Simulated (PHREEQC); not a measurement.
Consider water at 25 °C with 0.022 mol TMAH and 0.059 mol NaHF2 per kg of water. Closed to the air; pH follows from the charge balance.

All values are PHREEQC results (ion-association model, wateq4f.dat), not measurements.

No solid was allowed to form.

### Question
Order these F species by the share of F that they hold, largest first: NaF, H2F2, F-, HF2-, HF.

### Answer
F- (62 %), HF (22 %), HF2- (12 %), H2F2 (3.0 %), NaF (1.2 %)

The pH is 3.51 and the ionic strength 0.0799 mol/kgw. (CH3)4N+ isn't in the database: it is added as a free cation with an ion size of 4 Å.
